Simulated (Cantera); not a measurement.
Cantera run, input and output.

```python
import numpy as np
import cantera as ct

gas = ct.Solution("gri30.yaml")
gas.TPX = 1350, 101325, {'CO': 1, 'H2': 0.19, 'CH4': 0.28, 'O2': 0.679, 'N2': 2.55}
reactor = ct.IdealGasReactor(gas, energy="on", clone=False)
net = ct.ReactorNet([reactor])
net.rtol, net.atol = 1e-08, 1e-16
show = ['CO', 'H2', 'CH4', 'CH2CO', 'CH2O', 'NO']
times = np.geomspace(5e-06, 1, 12)

steps = ct.SolutionArray(gas, extra=["t"])
rows = []
print(f"{'t/s':>10s}{'T/K':>9s}{'P/Pa':>11s}" + "".join(f"{s:>11s}" for s in show))
for t in times:
    while net.time < t:
        t_next = net.step()
        steps.append(gas.state, t=t_next)
    rows.append([np.interp(t, steps.t, y) for y in (steps.T, steps.P, *steps(*show).X.T)])
    print(f"{t:10.3e}{rows[-1][0]:9.1f}{rows[-1][1]:11.4g}" + "".join(f"{x:11.3e}" for x in rows[-1][2:]))
rate = np.gradient(steps.T, steps.t)
print("integrator steps:", len(steps.t))
if steps.T.max() > steps.T[0] + 200:
    print(f"time of steepest temperature rise: {steps.t[rate.argmax()]:.4e} s")
gas.TPX = 1350, 101325, {'CO': 1, 'H2': 0.19, 'CH4': 0.28, 'O2': 0.679, 'N2': 2.55}
gas.equilibrate("UV")
print(f"equilibrium (UV): T = {gas.T:.1f} K  " + "  ".join(f"{s} {gas[s].X[0]:.3e}" for s in show))
```

Result:

```
       t/s      T/K       P/Pa         CO         H2        CH4      CH2CO       CH2O         NO
 5.000e-06   1350.0  1.013e+05  2.128e-01  4.043e-02  5.959e-02  5.592e-13  7.436e-10  3.185e-17
 1.517e-05   1350.0  1.013e+05  2.128e-01  4.043e-02  5.959e-02  8.805e-12  1.187e-08  1.721e-16
 4.600e-05   1350.0  1.013e+05  2.128e-01  4.043e-02  5.958e-02  1.593e-10  2.130e-07  1.388e-15
 1.395e-04   1350.6  1.014e+05  2.128e-01  4.037e-02  5.938e-02  1.788e-08  1.526e-05  2.036e-13
 4.233e-04   1480.5  1.111e+05  2.134e-01  4.132e-02  4.627e-02  1.238e-04  1.347e-03  3.307e-10
 1.284e-03   2893.6  2.171e+05  1.867e-01  3.388e-02  2.274e-13  8.547e-15  5.544e-09  4.581e-03
 3.894e-03   2891.4   2.17e+05  1.869e-01  3.400e-02  2.308e-13  8.600e-15  5.563e-09  5.191e-03
 1.181e-02   2891.4  2.169e+05  1.869e-01  3.400e-02  2.308e-13  8.600e-15  5.563e-09  5.191e-03
 3.583e-02   2891.4  2.169e+05  1.869e-01  3.400e-02  2.308e-13  8.600e-15  5.563e-09  5.191e-03
 1.087e-01   2891.4  2.169e+05  1.869e-01  3.400e-02  2.308e-13  8.600e-15  5.563e-09  5.191e-03
 3.297e-01   2891.4  2.169e+05  1.869e-01  3.400e-02  2.308e-13  8.600e-15  5.563e-09  5.191e-03
 1.000e+00   2891.4  2.169e+05  1.869e-01  3.400e-02  2.308e-13  8.600e-15  5.563e-09  5.191e-03
integrator steps: 1788
time of steepest temperature rise: 4.7883e-04 s
equilibrium (UV): T = 2891.4 K  CO 1.869e-01  H2 3.400e-02  CH4 2.847e-13  CH2CO 9.153e-15  CH2O 5.563e-09  NO 5.191e-03
```

Detailed kinetics in Cantera: GRI-Mech 3.0 (53 species, 325 reactions).
